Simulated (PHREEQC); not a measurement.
1 kg of water holding 0.18 mol/kgw KCl, 0.0092 mol/kgw NaCl, 0.071 mol/kgw CaCl2 and 0.015 mol/kgw SrCl2 is evaporated at 20 °C; the solids stay in contact with the brine. No CO2 enters from the air. The run lets Halite, Portlandite, Sylvite precipitate or redissolve, and no other solid.

The series has 22 steps of water left (kg), from 1 to 0.01627.

Model: Pitzer model, pitzer.dat, run in PHREEQC.

Question: Which solids form, in which order, and at which step of the series does each first stand?

Answer: Sylvite from water left = 0.05275 kg; Halite from water left = 0.01627 kg.
